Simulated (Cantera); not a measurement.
A closed system holds: 1 mol Cu2O, 0.55 mol C, 0.074 mol CO, held at 15.0 mbar.

These are equilibrium values from Cantera (NASA tables, ideal gas, pure condensed phases), not measurements of a reactor. Candidate condensed phases: C, Cu, CuO, Cu2O; 15 gas species. Kinetics and transport are ignored.

**Question.** What share of the Cu ends up in condensed phases as a function of T (K), at 1900, 1950, 2000, 2050, 2100, 2150, 2200, 2250, 2300, 2350?

**Answer.** 
```
T (K)  Cu condensed (%)     as
-----  ----------------  -----
1900               96.2  Cu(l)
1950               93.2  Cu(l)
2000               87.3  Cu(l)
2050               73.8  Cu(l)
2100               26.2  Cu(l)
2150                0.0      -
2200                0.0      -
2250                0.0      -
2300                0.0      -
2350                0.0      -
```
